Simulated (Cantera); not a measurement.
Input: 1 mol CH3F, 0.096 mol CH4, held at 825 K and 8.80e-5 bar.

These are equilibrium values from Cantera (NASA tables, ideal gas, pure condensed phases), not measurements of a reactor. Candidate condensed phases: C, C6H6, C7H8, C8H18; 95 gas species. Rates play no part.

Base state: H2 0.544, HF 0.456, CH4 2.35e-5 (mole fractions); condensed: C(graphite).

Task: What changes in the equilibrium state with this change: temperature from 825 K to 3073 K?

Result: 
```csv
species,before,after
H,<1e-9,0.632
F,<1e-9,0.161
C,<1e-9,0.143
H2,0.544,0.000909
HF,0.456,0.0330
C3,<1e-9,0.0151
C2,<1e-9,0.0124
CF,<1e-9,0.00272
C2H,<1e-9,0.000146
CH4,2.35e-5,<1e-9
CH,<1e-9,1.61e-5
"C(graphite), mol",1.10,0
```
